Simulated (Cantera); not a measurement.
Charge: 1 mol Si2H6, 0.8 mol O2, 10 mol N2, equilibrated at 0.130 bar.

Cantera equilibrium calculation (NASA polynomials, part measured and part estimated; ideal gas, pure solids and liquids). Candidate condensed phases: H2O, Si, SiO2, Si2N2O, Si3N4; 35 gas species. The feed counts by its element totals alone. Mutual solubility and eutectic melting of coexisting phases are not modelled. The tables hold silica as quartz up to 1696 K and as liquid above; real silica turns to tridymite and cristobalite and melts near 1996 K. Equilibrium is a limit: real reactors are often held back by kinetics, nucleation or transport. All values below are at 1352 °C.

Base state: N2 0.754, H2 0.245, SiO 0.000812, H2O 0.000111, H 9.69e-5 (mole fractions); condensed: SiO2(β-quartz) + Si2N2O(s).

**Question.** What changes in the equilibrium state with this change: pressure from 0.130 bar to 6.40 mbar?

**Answer.** 
```tsv
species	before	after
N2	0.754	0.723
H2	0.245	0.231
SiO	0.000812	0.0456
H	9.69e-5	0.000424
H2O	0.000111	3.78e-5
SiO2(β-quartz), mol	0.396	0.202
Si2N2O(s), mol	0.797	0.603
```
